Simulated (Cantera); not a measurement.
An adiabatic, constant-pressure homogeneous reactor starts with 8.11 % C₃H₈, 19.3 % O₂, 72.6 % N₂, at 1098 K and 8.80 bar.

Cantera simulation using GRI-Mech 3.0 (53 species, 325 reactions); the numbers are that mechanism's predictions, not measurements. GRI-Mech 3.0 was tuned for natural gas; its chemistry of propane as a main component is partial and can be far from experiment.

x: mole fraction; the columns are a selection and need not sum to one.

```json
[
 {"t (s)": "2.00e-6", "T (K)": "1098", "x C₃H₈": "0.0811", "x O₂": "0.193", "x O": "1.62e-12", "x H₂O": "3.31e-10", "x CH₂CO": "<1e-12", "x HCN": "<1e-12"},
 {"t (s)": "6.59e-6", "T (K)": "1098", "x C₃H₈": "0.0811", "x O₂": "0.193", "x O": "3.62e-12", "x H₂O": "3.31e-9", "x CH₂CO": "<1e-12", "x HCN": "<1e-12"},
 {"t (s)": "2.17e-5", "T (K)": "1098", "x C₃H₈": "0.0811", "x O₂": "0.193", "x O": "1.16e-11", "x H₂O": "4.52e-8", "x CH₂CO": "<1e-12", "x HCN": "<1e-12"},
 {"t (s)": "7.17e-5", "T (K)": "1098", "x C₃H₈": "0.0811", "x O₂": "0.193", "x O": "4.86e-11", "x H₂O": "8.13e-7", "x CH₂CO": "3.91e-11", "x HCN": "<1e-12"},
 {"t (s)": "0.000236", "T (K)": "1098", "x C₃H₈": "0.0810", "x O₂": "0.193", "x O": "1.18e-10", "x H₂O": "1.02e-5", "x CH₂CO": "___", "x HCN": "<1e-12"},
 {"t (s)": "0.000779", "T (K)": "1098", "x C₃H₈": "0.0808", "x O₂": "0.193", "x O": "1.42e-10", "x H₂O": "5.71e-5", "x CH₂CO": "___", "x HCN": "<1e-12"},
 {"t (s)": "0.00257", "T (K)": "1098", "x C₃H₈": "0.0800", "x O₂": "0.193", "x O": "2.06e-10", "x H₂O": "0.000256", "x CH₂CO": "___", "x HCN": "<1e-12"},
 {"t (s)": "0.00847", "T (K)": "1099", "x C₃H₈": "0.0757", "x O₂": "0.191", "x O": "7.96e-10", "x H₂O": "0.00171", "x CH₂CO": "___", "x HCN": "<1e-12"},
 {"t (s)": "0.0279", "T (K)": "2217", "x C₃H₈": "<1e-12", "x O₂": "6.21e-8", "x O": "2.54e-7", "x H₂O": "0.0918", "x CH₂CO": "7.08e-12", "x HCN": "7.11e-6"},
 {"t (s)": "0.0920", "T (K)": "2217", "x C₃H₈": "<1e-12", "x O₂": "6.22e-8", "x O": "2.55e-7", "x H₂O": "0.0918", "x CH₂CO": "6.70e-12", "x HCN": "2.14e-6"},
 {"t (s)": "0.303", "T (K)": "2217", "x C₃H₈": "<1e-12", "x O₂": "6.22e-8", "x O": "2.55e-7", "x H₂O": "0.0918", "x CH₂CO": "6.68e-12", "x HCN": "1.64e-6"},
 {"t (s)": "1.00", "T (K)": "2217", "x C₃H₈": "<1e-12", "x O₂": "6.22e-8", "x O": "2.55e-7", "x H₂O": "0.0918", "x CH₂CO": "6.68e-12", "x HCN": "1.64e-6"}
]
```

Problem. Fill in the missing entries.

Solution. 
- 0.000236, x CH₂CO: 3.24e-9
- 0.000779, x CH₂CO: 7.86e-8
- 0.00257, x CH₂CO: 1.22e-6
- 0.00847, x CH₂CO: 2.59e-5
